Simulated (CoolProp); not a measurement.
A Linde-Hampson liquefier for ethane: isothermal reversible compression at 320 K from 1 atm to 30 MPa, throttling to 1 atm, return gas leaving the recuperator 2 K below the feed. Each further row changes one setting.

Computed with CoolProp (reference Helmholtz-energy equation of state, Bücker 2006).

| case | liquid yield per pass | compression work (kJ/kg of gas) |
|---|---|---|
| as stated | 0.464 | 390 |
| high pressure 60 MPa | 0.436 | 457 |
| warm-end temperature 350 K | 0.390 | 457 |
| warm-end gap 7 K | 0.457 | 390 |
